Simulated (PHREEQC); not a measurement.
# Buffer (model solution)

Make-up at 38 °C: 0.051 mol/kgw NaHSO4, 0.00036 mol/kgw NaF and 0.048 mol/kgw KCl. Closed to the air; pH follows from the charge balance.

All values are PHREEQC results (ion-association model, phreeqc.dat), not measurements.

```
Item                         Result
--------------------  -------------
pH                             1.68
ionic strength        0.142 mol/kgw
specific conductance    24000 µS/cm
density                 1.000 g/cm³
total alkalinity       -51.0 meq/kg
```

```json
[
 {"species": "Na+", "molality": "0.0495", "activity": "0.0377", "log γ": "-0.119"},
 {"species": "Cl-", "molality": "0.0480", "activity": "0.0353", "log γ": "-0.133"},
 {"species": "K+", "molality": "0.0454", "activity": "0.0332", "log γ": "-0.135"},
 {"species": "H+", "molality": "0.0257", "activity": "0.0208", "log γ": "-0.093"},
 {"species": "HSO4-", "molality": "0.0250", "activity": "0.0189", "log γ": "-0.121"},
 {"species": "SO4-2", "molality": "0.0215", "activity": "0.00696", "log γ": "-0.491"},
 {"species": "KSO4-", "molality": "0.00265", "activity": "0.00202", "log γ": "-0.118"},
 {"species": "NaSO4-", "molality": "0.00186", "activity": "0.00142", "log γ": "-0.118"},
 {"species": "HF", "molality": "0.000347", "activity": "0.000359", "log γ": "0.014"},
 {"species": "F-", "molality": "1.24e-5", "activity": "9.07e-6", "log γ": "-0.137"},
 {"species": "NaF", "molality": "1.90e-7", "activity": "1.96e-7", "log γ": "0.014"},
 {"species": "HF2-", "molality": "1.79e-8", "activity": "1.35e-8", "log γ": "-0.121"}
]
```

Precipitation was switched off in this run. Constants without temperature data keep their 25 °C values here.
